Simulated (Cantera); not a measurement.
## Adiabatic ignition

An adiabatic, constant-pressure homogeneous reactor starts with 2.82 % CH4, 2.62 % H2, 19.8 % O2, 74.7 % N2, equivalence ratio 0.35, at 1525 K and 0.340 bar.

Detailed kinetics in Cantera: GRI-Mech 3.0 (53 species, 325 reactions).

| t (s) | T (K) | x CH4 | x H2 | x O2 | x H | x NO2 |
|---|---|---|---|---|---|---|
| 5.00e-6 | 1525 | 0.0282 | 0.0262 | 0.198 | 5.00e-8 | <1e-12 |
| 1.46e-5 | 1525 | 0.0282 | 0.0262 | 0.198 | 1.23e-7 | <1e-12 |
| 4.29e-5 | 1525 | 0.0282 | 0.0262 | 0.198 | 5.06e-7 | <1e-12 |
| 0.000126 | 1525 | 0.0279 | 0.0261 | 0.198 | 1.59e-5 | <1e-12 |
| 0.000368 | 1950 | <1e-12 | 0.00437 | 0.124 | 0.00893 | 8.32e-10 |
| 0.00108 | 2107 | <1e-12 | 0.00260 | 0.125 | 0.00338 | 9.13e-9 |
| 0.00316 | 2218 | <1e-12 | 0.00103 | 0.127 | 0.000745 | 6.38e-8 |
| 0.00926 | 2249 | <1e-12 | 0.000599 | 0.128 | 0.000317 | 2.12e-7 |
| 0.0271 | 2248 | <1e-12 | 0.000589 | 0.128 | 0.000309 | 5.32e-7 |
| 0.0795 | 2245 | <1e-12 | 0.000581 | 0.127 | 0.000302 | 1.39e-6 |
| 0.233 | 2239 | <1e-12 | 0.000564 | 0.126 | 0.000288 | 3.23e-6 |
| 0.683 | 2233 | <1e-12 | 0.000546 | 0.124 | 0.000273 | 5.17e-6 |
| 2.00 | 2232 | <1e-12 | 0.000543 | 0.124 | 0.000270 | 5.54e-6 |
x: mole fraction; the columns are a selection and need not sum to one.

```json
{
  "time_of_steepest_temperature_rise": "0.234 ms",
  "temperature at 2.00 s": "2232 K",
  "equilibrium_temperature": "2231 K",
  "x(CH4) at 2.00 s": "<1e-12 (gas-phase equilibrium <1e-12)",
  "x(H2) at 2.00 s": "0.000543 (gas-phase equilibrium 0.000543)",
  "x(O2) at 2.00 s": "0.124 (gas-phase equilibrium 0.124)"
}
```
